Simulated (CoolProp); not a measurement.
The fluid at 349.23 K and 1.85 MPa (liquid) is heated at constant pressure to 450 K. The same conditions are run with several fluids, on thermodynamics alone (safety and materials aside).

Model: reference Helmholtz-energy equation of state of each fluid (R11: Jacobsen 1992; methanol: de Reuck 1993; n-nonane: Lemmon 2006; propylene glycol: Eisenbach 2021; tetradecamethylhexasiloxane (MD4M): Thol 2019), in CoolProp.

```json
[
 {"fluid": "R11", "heat (kJ/kg)": "…", "final phase": "gas", "final density (kg/m³)": "84.2"},
 {"fluid": "methanol", "heat (kJ/kg)": "1180", "final phase": "gas", "final density (kg/m³)": "19.2"},
 {"fluid": "n-nonane", "heat (kJ/kg)": "…", "final phase": "liquid", "final density (kg/m³)": "…"},
 {"fluid": "propylene glycol", "heat (kJ/kg)": "307", "final phase": "liquid", "final density (kg/m³)": "905"},
 {"fluid": "tetradecamethylhexasiloxane (MD4M)", "heat (kJ/kg)": "195", "final phase": "liquid", "final density (kg/m³)": "742"}
]
```

Problem. Some entries are withheld; supply them.

Solution. 
- R11, heat (kJ/kg): 214
- n-nonane, heat (kJ/kg): 264
- n-nonane, final density (kg/m³): 588
